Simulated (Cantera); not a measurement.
Mixture: H2 : O2 : N2 = 1 : 0.61 : 2.29 (molar parts), equivalence ratio 0.82, at 500000 Pa, adiabatic and at constant volume. Ignition delay is the time to a rise of 400 K.

Computed with Cantera and GRI-Mech 3.0 (53 species, 325 reactions). The hydrogen kinetics of GRI-Mech 3.0 are dated; newer H2 mechanisms differ, most at raised pressure. Where the delays flatten at high temperature, the 400 K rule measures the pace of heat release, not the induction time.

### Question
What does this change do: H2 1 to 2.1 parts?

### Answer
```
quantity          before    after
---------------  -------  -------
delay at 1200 K  15.2 µs  17.2 µs
delay at 1300 K  6.45 µs  6.91 µs
delay at 1400 K  3.90 µs  4.09 µs
delay at 1500 K  2.70 µs  2.79 µs
delay at 1600 K  2.04 µs  2.07 µs
delay at 1700 K  1.64 µs  1.63 µs
delay at 1800 K  1.40 µs  1.35 µs
```

### Question
What does this change do: pressure from 500000 Pa to 101000 Pa?

### Answer
```json
[
 {"quantity": "delay at 1200 K", "before": "15.2 µs", "after": "44.3 µs"},
 {"quantity": "delay at 1300 K", "before": "6.45 µs", "after": "28.0 µs"},
 {"quantity": "delay at 1400 K", "before": "3.90 µs", "after": "20.0 µs"},
 {"quantity": "delay at 1500 K", "before": "2.70 µs", "after": "15.8 µs"},
 {"quantity": "delay at 1600 K", "before": "2.04 µs", "after": "13.7 µs"},
 {"quantity": "delay at 1700 K", "before": "1.64 µs", "after": "12.8 µs"},
 {"quantity": "delay at 1800 K", "before": "1.40 µs", "after": "12.8 µs"}
]
```
